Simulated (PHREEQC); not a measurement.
1.8 g of hydrous ferric oxide (600 m²/g; 0.2 weak and 0.005 strong sites per Fe, Dzombak-Morel constants, diffuse double layer) in 1 kg of water with 0.05 mol/kgw of an inert sodium salt and 0.00072 mol SrCl2, 2.4e-05 mol BaCl2 and 0.00056 mol CaCl2, at 25 °C; the pH is set by adding NaOH or the inert anion's acid. Oxygen is held at 0.21 atm. CO2 from the air is kept out. No solid was allowed to form.

Computed with PHREEQC (ion-association model, wateq4f.dat).

Problem. Predict Ba sorbed (%), surface charge σ (C/m²) at pH = 5.12, 5.5, 5.88, 6.25, 9.62.

Solution. 
```json
[
 {"pH": "5.12", "Ba sorbed (%)": "0.0", "surface charge σ (C/m²)": "0.172"},
 {"pH": "5.5", "Ba sorbed (%)": "0.1", "surface charge σ (C/m²)": "0.133"},
 {"pH": "5.88", "Ba sorbed (%)": "0.3", "surface charge σ (C/m²)": "0.101"},
 {"pH": "6.25", "Ba sorbed (%)": "0.9", "surface charge σ (C/m²)": "0.074"},
 {"pH": "9.62", "Ba sorbed (%)": "69.9", "surface charge σ (C/m²)": "-0.023"}
]
```
